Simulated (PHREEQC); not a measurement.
Dissolve 3.4 mmol/kgw H2SO4, 0.4 mmol/kgw CuSO4 and 1.7 mmol/kgw (CH3)4NCl at 25 °C. Closed to the air; pH follows from the charge balance.

The numbers come from PHREEQC with the ion-association model, phreeqc.dat.

No solid was allowed to form.

Task: Order these S species by the share of S that they hold, largest first: HSO4-, SO4-2, CuSO4.

Result: SO4-2 (71 %), HSO4- (27 %), CuSO4 (2.0 %)

Task: Order these Cu species by the share of Cu that they hold, largest first: CuCl+, Cu+2, CuSO4.

Result: Cu+2 (80 %), CuSO4 (19 %), CuCl+ (0.24 %)

The pH is 2.28 and the ionic strength 0.0112 mol/kgw. (CH3)4N+ isn't in the database: it is added as a free cation with an ion size of 4 Å.
